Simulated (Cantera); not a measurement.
# Gas-phase reforming

A perfectly stirred reactor is fed with CH4 : H2O = 6.8 : 1.5 (molar parts), at 5.00 bar; it is held at 1348 K, and followed from long to short residence time.

Cantera simulation using GRI-Mech 3.0 (53 species, 325 reactions); the numbers are that mechanism's predictions, not measurements. GRI-Mech 3.0 stops at C3 and has no aromatics, soot or wall deposition, so with more carbon than oxygen in the feed, carbon stays in small species such as C2H2 where larger ones or solid carbon would form.

```csv
τ (s),x CH4,x H2O,x HO2,x CO,x H
8.1,0.550,0.154,<1e-12,0.00315,4.07e-7
1.7,0.649,0.166,<1e-12,0.000463,1.87e-7
0.37,0.767,0.176,<1e-12,4.41e-5,5.30e-8
0.077,0.809,0.180,<1e-12,3.43e-6,1.09e-8
0.016,0.817,0.181,<1e-12,2.01e-7,2.41e-9
0.0035,0.819,0.181,<1e-12,5.87e-9,1.21e-9
0.00074,0.819,0.181,<1e-12,1.50e-10,1.01e-9
0.00016,0.819,0.181,<1e-12,2.48e-12,9.54e-10
```
x: mole fraction; the columns are a selection and need not sum to one.
